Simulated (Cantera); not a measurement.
A perfectly stirred reactor is fed with N2O : H2O = 1 : 0.013 (molar parts), at 0.00630 bar; it is held at 1575 K, and followed from long to short residence time.

Detailed kinetics in Cantera: GRI-Mech 3.0 (53 species, 325 reactions). GRI-Mech 3.0 was tuned for natural gas; its chemistry of N2O as a main component is partial and can be far from experiment. Radical loss at walls, strong at low pressure, is not modelled. The temperature is held fixed by assumption; the heat of reaction is taken as removed at once.

Predict: x(N2O) at τ = 3.20 s; x(H2O) at τ = 3.20 s; x(HO2) at τ = 3.20 s; x(NO2) at τ = 3.20 s; x(OH) at τ = 3.20 s; x(N2O) at τ = 19.0 ms; x(H2O) at τ = 19.0 ms; x(HO2) at τ = 19.0 ms; x(NO2) at τ = 19.0 ms; x(OH) at τ = 19.0 ms.


* **x(N2O) at τ = 3.20 s**: 0.188
* **x(H2O) at τ = 3.20 s**: 0.00929
* **x(HO2) at τ = 3.20 s**: 4.44e-7
* **x(NO2) at τ = 3.20 s**: 0.000170
* **x(OH) at τ = 3.20 s**: 0.000224
* **x(N2O) at τ = 19.0 ms**: 0.963
* **x(H2O) at τ = 19.0 ms**: 0.0126
* **x(HO2) at τ = 19.0 ms**: 1.66e-5
* **x(NO2) at τ = 19.0 ms**: 9.10e-5
* **x(OH) at τ = 19.0 ms**: 0.000148
